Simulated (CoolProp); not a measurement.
Computed with CoolProp (reference Helmholtz-energy equation of state, Lemmon 2005). It is a short technical equation, of lower accuracy than the large ones.

### Question
Give the vapour pressure (MPa), liquid density (kg/m³), vapour density (kg/m³), enthalpy of vaporisation (kJ/kg) of saturated isobutene at -34.05, 23.65 °C.

### Answer
| T (°C) | p (MPa) | liquid density (kg/m³) | vapour density (kg/m³) | enthalpy of vaporisation (kJ/kg) |
|---|---|---|---|---|
| -34.05 | 0.0306 | 656 | 0.880 | 416 |
| 23.65 | 0.293 | 590 | 7.29 | 360 |
